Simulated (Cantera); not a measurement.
Charge: 1 mol Fe, 2.2 mol CO, 75 mol H₂.

Equilibrium computed with Cantera from the NASA thermochemical tables; the gas is ideal and each condensed phase is pure. Candidate condensed phases: C, C₆H₆, C₇H₈, C₈H₁₈, Fe, Fe(CO)₅, FeO, Fe(OH)₂, Fe(OH)₃, Fe₂O₃, Fe₃O₄, H₂O; 114 gas species. Condensed phases not in the tables: cementite and carbon dissolved in iron. Rates play no part.

Stable condensed phases, one row left out:

```
T in K \ P in Pa
              10      82     670    5500   45000  370000 3000000
   1900        A       A       A       B       B       B       B
   1800        A       A       B       B       B       B       B
   1700        A       B       B       B       B       B       B
   1500        B       B       B       B       B       B       B
   1400        B       B       B       B       B       B       B
   1300        B       B       B       B       B       B       B
   1200        B       B       B       B       B       B       B
   1100        B       B       B       B       B       B       B
   1000        B       B       B       B       B       B       B
    900        B       B       B       B       B       B       B
    800        B       B       B       B       B       B       B
    700        C       C       B       B       B       B       B
```

A: gas only; B: Fe; C: C + Fe.

Task: Give the row for 1600 K.

Result: 10: Fe; 82: Fe; 670: Fe; 5500: Fe; 45000: Fe; 370000: Fe; 3000000: Fe.
